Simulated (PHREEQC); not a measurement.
Solution (25 °C): 8.7 mmol/kgw K2CO3. Closed to the air; pH follows from the charge balance.

Computed with PHREEQC (ion-association model, wateq4f.dat).

| quantity | before | after |
|---|---|---|
| pH | 10.98 | 10.65 |
| ionic strength (mol/kgw) | 0.0250 | 0.00474 |
| CO3-2 (mol/kgw) | 0.00759 | 0.00126 |
| HCO3- (mol/kgw) | 0.00111 | 0.000483 |
| CO2 (mol/kgw) | 2.27e-8 | 2.26e-8 |

### Question
Which change was made?
A) K2CO3 from 0.0087 to 0.00783 mol/kgw
B) 0.0055 mol/kgw HBr added
C) K2CO3 from 0.0087 to 0.00174 mol/kgw
D) K2CO3 from 0.0087 to 0.0174 mol/kgw

### Answer
C, K2CO3 from 0.0087 to 0.00174 mol/kgw

No solid was allowed to form.
